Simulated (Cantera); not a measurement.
**Reactions in the system Cr-H-O**

Source: NASA polynomial tables (part measured, part estimated), evaluated in Cantera. Values are per mole of reaction as written; species without (g) are pure solids or liquids, kept so even where they would boil at 1 bar.

Cr2O3 + 3 H2(g) ⇌ 2 Cr + 3 H2O(g)

| T (K) | ΔH° (kJ) | ΔS° (J/K) | ΔG° (kJ) | log10 K |
|---|---|---|---|---|
| 300 | 409.5 | 141.5 | 367.1 | -63.91 |
| 1373 | 372.2 | 81.3 | 260.7 | -9.92 |
| 1423 | 371.7 | 80.9 | 256.6 | -9.42 |
| 1473 | 371.3 | 80.6 | 252.6 | -8.96 |
| 1523 | 371.1 | 80.5 | 248.5 | -8.52 |
| 1573 | 370.9 | 80.4 | 244.5 | -8.12 |
